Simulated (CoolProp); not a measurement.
Aqueous potassium carbonate as a coolant, at 12 °C, 1 atm.

Computed with CoolProp (Melinder's fits for secondary coolants).

```csv
mass %,freezing point (°C),Prandtl number,conductivity (W/(m K)),viscosity (mPa s),density (kg/m³)
3.6,-1.1,9.03,0.582,1.32,1033
7.6,-2.6,9.46,0.578,1.45,___
11.6,-4.3,10.1,___,1.60,1109
15.7,-6.3,10.9,0.569,1.79,1150
19.7,-8.6,11.8,0.566,2.03,1191
23.7,-11.6,___,0.562,___,1233
27.8,-15.8,15.0,0.558,2.77,1278
31.8,-21.2,17.5,0.554,3.35,1323
```

Problem. Fill in the missing entries.

Solution. 
- 7.6, density (kg/m³): 1071
- 11.6, conductivity (W/(m K)): 0.574
- 23.7, Prandtl number: 13.1
- 23.7, viscosity (mPa s): 2.34
